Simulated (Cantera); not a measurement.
Charge: 1 mol CH3SiH3, 1.8 mol H2, held at 2400 K and 1.33 mbar.

These are equilibrium values from Cantera (NASA tables, ideal gas, pure condensed phases), not measurements of a reactor. Candidate condensed phases: C, C6H6, C7H8, C8H18, Si, SiC; 87 gas species. The feed counts by its element totals alone. Gases not in the tables: Si2H6 and higher silanes. Rates play no part.

Base state: H2 0.536, H 0.319, Si 0.113, SiC2 0.0218, Si2C 0.00459, C2H2 (acetylene) 0.00374, SiH 0.000939, Si2 0.000180 (mole fractions); condensed: C(graphite).

Problem. What changes in the equilibrium state with this change: H2 from 1.8 to 68 mol?

Solution. 
```
species             before    after
----------------  --------  -------
H2                   0.536    0.637
H                    0.319    0.348
Si                   0.113  0.00970
SiC2                0.0218  0.00162
Si2C               0.00459  3.13e-5
Si2               0.000180  1.32e-6
C(graphite), mol     0.614        0
```

Problem. What changes in the equilibrium state with this change: H2 from 1.8 to 460 mol?

Solution. 
```
species             before    after
----------------  --------  -------
H2                   0.536    0.647
H                    0.319    0.350
Si                   0.113  0.00170
SiC2                0.0218  5.72e-5
Si2C               0.00459  4.33e-7
Si2               0.000180  4.06e-8
SiC                3.06e-5  1.92e-7
SiH               0.000939  1.55e-5
SiH2               2.62e-5  4.74e-7
C(graphite), mol     0.614        0
```

Problem. What changes in the equilibrium state with this change: pressure from 1.33 mbar to 1.00 bar?

Solution. 
```tsv
species	before	after
H2	0.536	0.981
H	0.319	0.0158
Si	0.113	0.00111
SiC2	0.0218	2.87e-5
C3	7.36e-5	4.84e-9
C	2.98e-5	1.46e-8
C(graphite), mol	0.614	0
SiC(s), mol	0	0.990
```
